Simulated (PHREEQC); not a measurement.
Dissolve 0.0023 mol/kgw ZnCl2 and 5.3e-05 mol/kgw H3BO3 at 25 °C. Closed to the air; pH follows from the charge balance.

Computed with PHREEQC (ion-association model, phreeqc.dat).

No solid was allowed to form.

Q: Estimate the pH, specific conductance.

A: pH 5.84; specific conductance 546 µS/cm.
